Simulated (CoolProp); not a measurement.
Properties of R410A along the isotherm 226.85 °C (Tc = 71.3 °C, pc = 49.01 bar, ω = 0.296).

Model: reference Helmholtz-energy equation of state, Lemmon 2003, in CoolProp. It is a pseudo-pure fit of the blend.

| p (bar) | phase | cv (kJ/(kg K)) | speed of sound (m/s) | expansivity (1/kK) | Prandtl number |
|---|---|---|---|---|---|
| 4.9 | gas | 0.9841 | 251.4 | 2.077 | 0.827 |
| 9.8 | gas | 0.9872 | 249.9 | 2.157 | 0.829 |
| 14.7 | gas | 0.9903 | 248.4 | 2.238 | 0.832 |
| 19.6 | gas | 0.9935 | 247.0 | 2.322 | 0.836 |
| 24.5 | gas | 0.9966 | 245.6 | 2.407 | 0.840 |
| 29.4 | gas | 0.9997 | 244.3 | 2.494 | 0.844 |
| 34.3 | gas | 1.003 | 243.1 | 2.583 | 0.850 |
| 39.2 | gas | 1.006 | 241.9 | 2.674 | 0.856 |
| 44.1 | gas | 1.009 | 240.8 | 2.767 | 0.863 |
| 49 | gas | 1.012 | 239.7 | 2.861 | 0.871 |
| 53.9 | supercritical | 1.015 | 238.7 | 2.957 | 0.880 |
| 58.8 | supercritical | 1.018 | 237.8 | 3.053 | 0.889 |
| 63.7 | supercritical | 1.021 | 237.0 | 3.151 | 0.900 |
| 68.6 | supercritical | 1.024 | 236.2 | 3.250 | 0.911 |
| 73.5 | supercritical | 1.027 | 235.6 | 3.348 | 0.923 |

Viscosity comes from a separate model (Geller 2000). Thermal conductivity comes from a separate model (Geller 2001).
